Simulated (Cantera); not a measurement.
An isothermal, constant-pressure homogeneous reactor starts with CH₄ : O₂ : N₂ = 0.027 : 0.003 : 1 (molar parts), equivalence ratio 18, at 1100 K and 1000000 Pa.

Model: GRI-Mech 3.0 (53 species, 325 reactions), integrated in Cantera. GRI-Mech 3.0 stops at C3 and has no aromatics, soot or wall deposition, so with more carbon than oxygen in the feed, carbon stays in small species such as C2H2 where larger ones or solid carbon would form.

Q: Predict: x(CH₄) at 80.0 s; x(O₂) at 80.0 s; x(CH₂CO) at 80.0 s; x(CO) at 80.0 s; x(C₂H₂) at 80.0 s.

A: 
- x(CH₄) at 80.0 s = 0.0226 (gas-phase equilibrium 0.0187)
- x(O₂) at 80.0 s = 3.11e-6 (gas-phase equilibrium <1e-12)
- x(CH₂CO) at 80.0 s = 6.62e-7 (gas-phase equilibrium 1.92e-9)
- x(CO) at 80.0 s = 0.00201 (gas-phase equilibrium 0.00577)
- x(C₂H₂) at 80.0 s = 0.000188 (gas-phase equilibrium 1.48e-5)
